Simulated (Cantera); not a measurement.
Feed: 1 mol C₃H₈, 0.14 mol NH₃, 4.6 mol H₂O, equilibrated at 2475 K and 13.0 Pa.

Equilibrium computed with Cantera from the NASA thermochemical tables; the gas is ideal and each condensed phase is pure. Candidate condensed phases: C, C₆H₆, C₇H₈, C₈H₁₈, H₂O; 136 gas species. The numbers say what is thermodynamically allowed, not how fast it happens.

Base state: H 0.654, CO 0.152, H₂ 0.110, O 0.0516, OH 0.0131, H₂O 0.0109, N₂ 0.00354, CO₂ 0.00248 (mole fractions); condensed: gas only.

What changes in the equilibrium state with this change: temperature from 2475 K to 900 K?


| species | before | after |
|---|---|---|
| H₂ | 0.110 | 0.662 |
| CO | 0.152 | 0.198 |
| H₂O | 0.0109 | 0.0798 |
| H | 0.654 | 8.34e-9 |
| O | 0.0516 | <1e-9 |
| OH | 0.0131 | <1e-9 |
| CO₂ | 0.00248 | 0.0549 |
| O₂ | 0.00211 | <1e-9 |
| NO | 0.000148 | <1e-9 |
| N₂ | 0.00354 | 0.00589 |

What changes in the equilibrium state with this change: NH₃ from 0.14 to 0.012 mol?


```json
[
 {"species": "H", "before": "0.654", "after": "0.653"},
 {"species": "CO", "before": "0.152", "after": "0.155"},
 {"species": "H₂", "before": "0.110", "after": "0.109"},
 {"species": "N₂", "before": "0.00354", "after": "0.000294"},
 {"species": "O", "before": "0.0516", "after": "0.0527"},
 {"species": "OH", "before": "0.0131", "after": "0.0134"},
 {"species": "H₂O", "before": "0.0109", "after": "0.0111"},
 {"species": "NO", "before": "0.000148", "after": "4.35e-5"},
 {"species": "O₂", "before": "0.00211", "after": "0.00220"},
 {"species": "CO₂", "before": "0.00248", "after": "0.00258"}
]
```

What changes in the equilibrium state with this change: H₂O from 4.6 to 1.1 mol?


```tsv
species	before	after
H	0.654	0.740
H₂	0.110	0.140
CO	0.152	0.106
O	0.0516	<1e-9
OH	0.0131	<1e-9
H₂O	0.0109	<1e-9
C₃	<1e-9	0.00258
CO₂	0.00248	<1e-9
O₂	0.00211	<1e-9
C(graphite), mol	0	1.74
```
